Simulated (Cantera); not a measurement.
A perfectly stirred reactor is fed with N2O : N2 = 1 : 0.13 (molar parts), at 1.40 bar; it is held at 1525 K, and followed from long to short residence time.

Computed with Cantera and GRI-Mech 3.0 (53 species, 325 reactions). GRI-Mech 3.0 was tuned for natural gas; its chemistry of N2O as a main component is partial and can be far from experiment. The temperature is held fixed by assumption; the heat of reaction is taken as removed at once.

Q: What does this change do: pressure from 1.40 bar to 1.01 bar?

A: 
```tsv
quantity	before	after
x(N2O) at τ = 8.10 s	0.00140	0.00187
x(O) at τ = 8.10 s	6.42e-6	8.34e-6
x(O2) at τ = 8.10 s	0.295	0.292
x(N2) at τ = 8.10 s	0.681	0.678
x(NO) at τ = 8.10 s	0.0221	0.0276
x(N2O) at τ = 32.0 ms	0.188	0.227
x(O) at τ = 32.0 ms	5.11e-5	6.10e-5
x(O2) at τ = 32.0 ms	0.194	0.179
x(N2) at τ = 32.0 ms	0.523	0.496
x(NO) at τ = 32.0 ms	0.0939	0.0979
```
